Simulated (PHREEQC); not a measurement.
# Brine (model solution)

Dissolve 0.066 mol/kgw H2SO4, 0.041 mol/kgw CaCl2 and 0.29 mol/kgw KBr at 25 °C. Closed to the air; pH follows from the charge balance.

Computed with PHREEQC (ion-association model, phreeqc.dat).

| Quantity | Value |
|---|---|
| pH | 1.14 |
| ionic strength | 0.497 mol/kgw |
| activity of water | 0.986 |
| specific conductance | 63100 µS/cm |
| density | 1.029 g/cm³ |
| total alkalinity | -132 meq/kg |

```csv
species,molality,activity,log γ
Br-,0.290,0.178,-0.212
K+,0.283,0.182,-0.191
H+,0.0946,0.0723,-0.117
Cl-,0.0820,0.0533,-0.187
HSO4-,0.0340,0.0249,-0.135
Ca+2,0.0327,0.00852,-0.584
SO4-2,0.0172,0.00354,-0.686
KSO4-,0.00656,0.00454,-0.160
CaSO4,0.00479,0.00537,0.050
CaHSO4+,0.00348,0.00255,-0.135
```

No solid was allowed to form. Complexes and solids missing from the database can't appear.
